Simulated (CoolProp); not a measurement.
Ethylene at 298.15 K and 0.356 MPa is throttled through a valve to 0.0739 MPa with no heat exchange. Each further row changes one setting.

The numbers come from the reference Helmholtz-energy equation of state, Smukala 2000 in CoolProp.

| case | temperature change (K) | final density (kg/m³) |
|---|---|---|
| as stated | ? | ? |
| outlet pressure 0.0222 MPa | -3.5 | 0.255 |
| outlet pressure 0.0961 MPa | -2.7 | ? |

**Question.** Some entries are withheld; supply them.

**Answer.** 
- as stated, temperature change (K): -2.9
- as stated, final density (kg/m³): 0.848
- outlet pressure 0.0961 MPa, final density (kg/m³): 1.10
